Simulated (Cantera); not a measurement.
Cantera run:

```python
import numpy as np
import cantera as ct

gas_names = """
    H HNO HNO2 HNO3 HO2 H2 H2O H2O2 N NH NH2 NH3 NH2OH NO NO2 NO3 N2 N2H2 N2H4 N2O O OH O2 O3 Pb PbO Pb2
""".split()
cond_names = """
    H2O(s) H2O(L) Pb(cr) Pb(L) PbO(rd) PbO(yw) PbO(L) PbO2(s) Pb3O4(s)
""".split()


def load(file, names, dense=False):
    # The tables refer to 1 bar. Condensed volumes are neglected.
    table = {s.name: s for s in ct.Species.list_from_file(file)}
    out = []
    for n in names:
        d = dict(table[n].input_data)
        d["thermo"] = dict(d["thermo"], **{"reference-pressure": 1e5})
        if dense:
            d["equation-of-state"] = {"model": "constant-volume", "density": "1e6 g/cm^3"}
        out.append(ct.Species.from_dict(d))
    return out


gas = ct.Solution(thermo="ideal-gas", species=load("nasa_gas.yaml", gas_names))
cond = {s.name: ct.Solution(thermo="fixed-stoichiometry", species=[s], name=s.name)
        for s in load("nasa_condensed.yaml", cond_names, dense=True)}
atoms = {
    'PbO': {'Pb': 1, 'O': 1},
    'H2': {'H': 2},
    'N2': {'N': 2},
}
top_T = {'Pb3O4(s)': 820}  # K; cautious upper limits of use, not melting points


def equilibrate(T, P, feed):
    n = {}
    for name, mol in feed.items():
        for a, k in atoms[name].items():
            n[a] = n.get(a, 0.0) + k * mol
    gas.TPX = T, P, n
    mass = sum(n.values()) * gas.mean_molecular_weight
    gas.equilibrate("TP")
    valid = [c for c in cond.values() if c.min_temp <= T <= top_T.get(c.name, c.max_temp)]
    mix = ct.Mixture([(gas, mass / gas.mean_molecular_weight)] + [(c, 0.0) for c in valid])
    mix.T, mix.P = T, P
    mix.equilibrate("TP", solver="vcs", rtol=1e-11, max_steps=5000)
    return mix


results = []
feed = {'PbO': 1, 'H2': 4.2, 'N2': 12}  # mol
T = 473.15  # K
P = 5100  # Pa
mix = equilibrate(T, P, feed)
results.append((T, P, feed, dict(zip(mix.species_names, mix.species_moles))))
x = sorted(zip(gas.X, gas.species_names), reverse=True)
print(f"T = {T:g} K  P = {P:g} Pa  gas = {mix.phase_moles(0):.4g} mol")
print("   x: " + "  ".join(f"{s} {v:.3e}" for v, s in x if v > 0.0001))
print("   condensed (mol): " + ("  ".join(f"{mix.phase(i).name} {mix.phase_moles(i):.4g}"
      for i in range(1, mix.n_phases) if mix.phase_moles(i) > 1e-12) or "none"))
```

It prints:

```
T = 473.15 K  P = 5100 Pa  gas = 16.16 mol
   x: N2 7.413e-01  H2 1.945e-01  H2O 6.187e-02  NH3 2.355e-03
   condensed (mol): Pb(cr) 1
```

Equilibrium computed with Cantera from the NASA thermochemical tables; the gas is ideal and each condensed phase is pure.
